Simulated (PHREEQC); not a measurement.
0.052 g of hydrous ferric oxide (600 m²/g; 0.2 weak and 0.005 strong sites per Fe, Dzombak-Morel constants, diffuse double layer) in 1 kg of water with 0.3 mol/kgw of an inert sodium salt and 4.8e-06 mol/kgw ZnCl2 and 0.00013 mol/kgw BaCl2, at 25 °C; the pH is set by adding NaOH or the inert anion's acid. Oxygen is held at 0.21 atm. The system is closed to CO2. No solid was allowed to form.

All values are PHREEQC results (ion-association model, wateq4f.dat), not measurements.

| pH | Zn sorbed (%) | Ba sorbed (%) | surface charge σ (C/m²) | surface potential ψ (mV) |
|---|---|---|---|---|
| 3 | 0.0 | 0.0 | 0.368 | 126 |
| 3.67 | 0.0 | 0.0 | 0.359 | 124 |
| 4.33 | 0.0 | 0.0 | 0.331 | 120 |
| 5 | 0.3 | 0.0 | … | 110 |
| 5.67 | 4.5 | 0.0 | 0.191 | 93 |
| 6.33 | … | 0.0 | 0.122 | 72 |
| 7 | 64.0 | … | 0.069 | 48 |
| 7.67 | 92.2 | 0.2 | … | … |
| 8.33 | 98.9 | 0.7 | -0.006 | -5 |
| 9 | 99.5 | … | -0.041 | -31 |
| 9.67 | 99.0 | 5.7 | -0.080 | -54 |
| 10.33 | 94.6 | 15.0 | -0.109 | -67 |
| 11 | 54.1 | 23.7 | -0.123 | -72 |

**Question.** Complete the blanks.

**Answer.** 
- 5, surface charge σ (C/m²): 0.269
- 6.33, Zn sorbed (%): 28.6
- 7, Ba sorbed (%): 0.1
- 7.67, surface charge σ (C/m²): 0.028
- 7.67, surface potential ψ (mV): 22
- 9, Ba sorbed (%): 2.0

Complexes and solids missing from the database can't appear. The oxide is taken as insoluble; below pH 4 it would dissolve.
